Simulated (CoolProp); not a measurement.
cis-2-butene at 293.15 K and 0.0984 MPa is compressed adiabatically to 0.743 MPa with isentropic efficiency 0.85. Each further row changes one setting.

The numbers come from the reference Helmholtz-energy equation of state, Lemmon 2005 in CoolProp. It is a short technical equation, of lower accuracy than the large ones.

```
case             work (kJ/kg)  final temperature (K)  final density (kg/m³)
---------------  ------------  ---------------------  ---------------------
as stated                 107                  371.7                   15.2
efficiency 1             91.3                  363.2                   15.8
efficiency 0.65           140                  389.0                   14.3
```
